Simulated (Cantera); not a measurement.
## Equilibrium for metals in furnace atmospheres: Fe + CO

Charge: 1 mol Fe, 2.7 mol CO, at 1 atm.

Cantera equilibrium calculation (NASA polynomials, part measured and part estimated; ideal gas, pure solids and liquids). Candidate condensed phases: C, Fe, Fe(CO)5, FeO, Fe2O3, Fe3O4; 15 gas species. Iron dissolves carbon and melts from about 1420 K in contact with it, which pure phases cannot show. Condensed phases not in the tables: cementite and carbon dissolved in iron. Kinetics and transport are ignored.

From 777 °C to 877 °C the condensed part is C(graphite) + Fe(α). From 927 °C to 1177 °C the condensed part is C(graphite) + Fe(γ).

| T (°C) | x CO | x CO2 | x Fe | n C(graphite) | n Fe(α) | n Fe(γ) |
|---|---|---|---|---|---|---|
| 777 | 0.845 | 0.155 | <1e-12 | 0.362 | 1.00 | 0 |
| 827 | 0.924 | 0.0763 | 1.24e-12 | 0.191 | 1.00 | 0 |
| 877 | 0.963 | 0.0371 | 8.48e-12 | 0.0965 | 1.00 | 0 |
| 927 | 0.982 | 0.0184 | 4.90e-11 | 0.0489 | 0 | 1.00 |
| 977 | 0.990 | 0.00957 | 2.45e-10 | 0.0256 | 0 | 1.00 |
| 1027 | 0.995 | 0.00519 | 1.08e-9 | 0.0139 | 0 | 1.00 |
| 1077 | 0.997 | 0.00294 | 4.24e-9 | 0.00791 | 0 | 1.00 |
| 1127 | 0.998 | 0.00173 | 1.51e-8 | 0.00467 | 0 | 1.00 |
| 1177 | 0.999 | 0.00106 | 4.93e-8 | 0.00286 | 0 | 1.00 |
x: gas mole fraction; n: condensed amount in mol.
